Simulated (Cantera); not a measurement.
Cantera with NASA thermochemical tables; ideal gases at 1 bar, condensed phases pure. Values are per mole of reaction as written; species without (g) are pure solids or liquids, kept so even where they would boil at 1 bar.

3 O2(g) = 2 O3(g)

```csv
T (K),ΔH° (kJ),ΔS° (J/K),ΔG° (kJ),log10 K
300,___,___,___,___
823,284.6,-136.9,397.2,-25.21
873,284.9,-136.5,404.1,-24.18
923,285.3,-136.1,410.9,-23.25
973,___,___,___,___
1023,286.0,-135.4,424.5,-21.67
1073,286.3,-135.1,431.2,-20.99
1123,286.6,-134.8,438.0,-20.37
1173,286.8,-134.6,444.7,-19.80
1223,287.1,-134.4,451.4,-19.28
```

Question: Fill in the missing entries.

Answer: 
- 300, ΔH° (kJ): 283.6
- 300, ΔS° (J/K): -137.5
- 300, ΔG° (kJ): 324.8
- 300, log10 K: -56.56
- 973, ΔH° (kJ): 285.6
- 973, ΔS° (J/K): -135.7
- 973, ΔG° (kJ): 417.7
- 973, log10 K: -22.42
